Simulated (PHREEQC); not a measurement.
Consider water at 85 °C with 0.26 mol Li2SO4, 0.012 mol Mn(NO3)2 and 0.0084 mol HCl per kg of water. Closed to the air; pH follows from the charge balance.

Model: ion-association model, wateq4f.dat, run in PHREEQC.

```
quantity                  before  after
------------------------  ------  -----
pH                          3.43   6.51
ionic strength (mol/kgw)   0.657  0.661
```

Which change was made?
(A) temperature from 85 to 90 °C
(B) Mn(NO3)2 from 0.012 to 0.0012 mol/kgw
(C) Li2SO4 left out
(D) Mn(NO3)2 replaced by NaNO3 at the same molality
(E) HCl left out

E, HCl left out

No solid was allowed to form. Away from 25 °C the constants follow the database's enthalpies or fits; those with neither stay at their 25 °C values.
